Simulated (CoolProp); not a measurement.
R1132(E) along the isobar 3640 kPa: density (kg/m³) from the reference equation and from simpler models built on Tc = 348.8 K, pc = 5174 kPa, ω = 0.245; each cubic takes its own stable root.

Model: reference Helmholtz-energy equation of state, Akasaka 2024, in CoolProp.

```json
[
 {"T (K)": "293.9", "phase": "liquid", "reference": "945.6", "van der Waals": "572.2", "Soave-Redlich-Kwong": "831.8", "Peng-Robinson": "942.1"},
 {"T (K)": "302", "phase": "liquid", "reference": "915.0", "van der Waals": "551.1", "Soave-Redlich-Kwong": "796.4", "Peng-Robinson": "901.7"},
 {"T (K)": "310.2", "phase": "liquid", "reference": "880.2", "van der Waals": "526.0", "Soave-Redlich-Kwong": "755.7", "Peng-Robinson": "855.1"},
 {"T (K)": "318.4", "phase": "liquid", "reference": "839.6", "van der Waals": "494.2", "Soave-Redlich-Kwong": "707.9", "Peng-Robinson": "800.2"},
 {"T (K)": "326.5", "phase": "liquid", "reference": "790.1", "van der Waals": "133.0", "Soave-Redlich-Kwong": "648.8", "Peng-Robinson": "732.1"},
 {"T (K)": "334.7", "phase": "gas", "reference": "139.8", "van der Waals": "122.6", "Soave-Redlich-Kwong": "135.4", "Peng-Robinson": "141.1"},
 {"T (K)": "342.9", "phase": "gas", "reference": "124.3", "van der Waals": "114.7", "Soave-Redlich-Kwong": "121.8", "Peng-Robinson": "126.4"},
 {"T (K)": "351", "phase": "gas", "reference": "114.2", "van der Waals": "108.4", "Soave-Redlich-Kwong": "112.5", "Peng-Robinson": "116.4"},
 {"T (K)": "359.2", "phase": "gas", "reference": "106.5", "van der Waals": "103.0", "Soave-Redlich-Kwong": "105.3", "Peng-Robinson": "108.7"},
 {"T (K)": "367.3", "phase": "gas", "reference": "100.4", "van der Waals": "98.42", "Soave-Redlich-Kwong": "99.45", "Peng-Robinson": "102.5"},
 {"T (K)": "375.5", "phase": "gas", "reference": "95.33", "van der Waals": "94.33", "Soave-Redlich-Kwong": "94.50", "Peng-Robinson": "97.22"},
 {"T (K)": "383.7", "phase": "gas", "reference": "90.98", "van der Waals": "90.68", "Soave-Redlich-Kwong": "90.24", "Peng-Robinson": "92.72"},
 {"T (K)": "391.8", "phase": "gas", "reference": "87.23", "van der Waals": "87.44", "Soave-Redlich-Kwong": "86.56", "Peng-Robinson": "88.83"},
 {"T (K)": "400", "phase": "gas", "reference": "83.88", "van der Waals": "84.46", "Soave-Redlich-Kwong": "83.25", "Peng-Robinson": "85.34"}
]
```

At some of these states van der Waals gives the other phase, because its saturation line lies elsewhere.
